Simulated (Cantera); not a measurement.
What does this Cantera script print?

```python
import numpy as np
import cantera as ct

gas_names = """
    O2 CL2
""".split()
cond_names = """
    Sr(L) SrCL2(L) SrO(s)
""".split()


# ... load() reads the species with a 1 bar reference pressure and builds the phases ...
species = {s.name: s for s in load("nasa_gas.yaml", gas_names) + load("nasa_condensed.yaml", cond_names)}
T = 1825
g = {n: (s.thermo.h(T) - T * s.thermo.s(T)) / (ct.gas_constant * T * np.log(10)) for n, s in species.items()}
valid = cond_names  # the entries whose range holds T


def stable(la, lb):
    # potentials (over RT ln 10) of the two non-metals from log10 p(O2) and log10 p(CL2) in bar
    mu = {}
    mu["O"] = (g["O2"] + la) / 2
    mu["Cl"] = (g["CL2"] + lb) / 2
    cost = {}
    for n in valid:
        c = species[n].composition
        cost[n] = (g[n] - sum(c.get(e, 0) * m for e, m in mu.items())) / c["Sr"]
    return min(cost, key=cost.get)


results = []
for lb in [1, -0.9, -2.8, -4.8, -6.7, -8.6, -10.5, -12.4, -14.3, -16.2, -18.2, -20.1, -22]:
    row = [stable(la, lb) for la in [-20, -18.9, -17.9, -16.8, -15.8, -14.7, -13.7, -12.6, -11.6, -10.5, -9.5, -8.4, -7.4, -6.3, -5.3, -4.2, -3.2, -2.1, -1.1, 0]]
    results.append(row)
    print(f"{lb:6.1f}  " + " ".join(f"{valid.index(n):x}" for n in row))
print("key: " + ", ".join(f"{i:x} {n}" for i, n in enumerate(valid)))
```

It prints:

```
   1.0  1 1 1 1 1 1 1 1 1 1 1 1 1 1 1 1 1 1 1 1
  -0.9  1 1 1 1 1 1 1 1 1 1 1 1 1 1 1 1 1 1 1 1
  -2.8  1 1 1 1 1 1 1 1 1 1 1 1 1 1 1 1 1 1 1 1
  -4.8  1 1 1 1 1 1 1 1 1 1 1 1 1 1 1 1 1 1 1 1
  -6.7  1 1 1 1 1 1 1 1 1 1 1 1 1 1 1 1 2 2 2 2
  -8.6  1 1 1 1 1 1 1 1 1 1 1 1 2 2 2 2 2 2 2 2
 -10.5  1 1 1 1 1 1 1 1 1 2 2 2 2 2 2 2 2 2 2 2
 -12.4  1 1 1 1 1 2 2 2 2 2 2 2 2 2 2 2 2 2 2 2
 -14.3  1 2 2 2 2 2 2 2 2 2 2 2 2 2 2 2 2 2 2 2
 -16.2  2 2 2 2 2 2 2 2 2 2 2 2 2 2 2 2 2 2 2 2
 -18.2  2 2 2 2 2 2 2 2 2 2 2 2 2 2 2 2 2 2 2 2
 -20.1  2 2 2 2 2 2 2 2 2 2 2 2 2 2 2 2 2 2 2 2
 -22.0  2 2 2 2 2 2 2 2 2 2 2 2 2 2 2 2 2 2 2 2
key: 0 Sr(L), 1 SrCL2(L), 2 SrO(s)
```

Source: NASA polynomial tables (part measured, part estimated), evaluated in Cantera. Not in the tables: the peroxide, oxide halides.
